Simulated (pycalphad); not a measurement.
Computed with pycalphad from the COST 507 light-alloy database (1999), at 1 atm. These are 1990s assessments: newer ones move some temperatures and phases. Diffusion is slow at the low end, where real alloys seldom reach equilibrium.

Molar enthalpy of Ti-1.52Hf-1.4B (at.%) in equilibrium (SER reference):

| T (K) | H (kJ/mol) | phases |
|---|---|---|
| 2850 | 110.44 | LIQUID |
| 2650 | 101.23 | LIQUID |
| 2450 | 92.02 | LIQUID |
| 2250 | 82.81 | LIQUID |
| 2050 | 73.60 | LIQUID |
| 1950 | 69.00 | LIQUID |
| 1850 | 54.82 | BCC_A2 + LIQUID |
| 1750 | 46.48 | BCC_A2 + BM |
| 1650 | 43.05 | BCC_A2 + BM |
| 1450 | 36.56 | BCC_A2 + BM |
| 1250 | 30.44 | BCC_A2 + BM |
| 1050 | 20.10 | HCP_A3 + BM |
| 850 | 13.64 | HCP_A3 + BM |
| 650 | 7.55 | HCP_A3 + BM |

Cooling from 1950 K to 1750 K, across the freezing range, releases 22.5 kJ/mol, or 457 J/g. The slope is 46 J/(mol K) in the liquid and 34 J/(mol K) just below the solidus, where it includes any heat of precipitation. Liquidus 1908 K, solidus 1814 K. Changes were sought between steps of 100 K, so a narrower field can be missed.

Database names, with the compositions (at.%) that they take in these runs: BM: Ti 50 B 50. BCC_A2 is bcc; HCP_A3 is hcp.
